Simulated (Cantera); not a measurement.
A closed system holds: 1 mol CF₄, 0.022 mol CH₄, at 0.00133 bar.

Method: chemical equilibrium by Gibbs-energy minimisation in Cantera with the NASA 1993 tables (ideal gas, pure condensed phases). Candidate condensed phases: C, C₆H₆, C₇H₈, C₈H₁₈; 95 gas species. Gases not in the tables: C₂F₆ and larger saturated fluorocarbons. Rates play no part. All values below are at 1000 °C.

Base state: CF₄ 0.917, HF 0.0826, CF₂ 2.04e-5 (mole fractions); condensed: C(graphite).

Task: What changes in the equilibrium state with this change: CH₄ from 0.022 to 0.12 mol?

Result: 
| species | before | after |
|---|---|---|
| CF₄ | 0.917 | 0.647 |
| HF | 0.0826 | 0.353 |
| CF₂ | 2.04e-5 | 1.71e-5 |
| C(graphite), mol | 0.0440 | 0.240 |
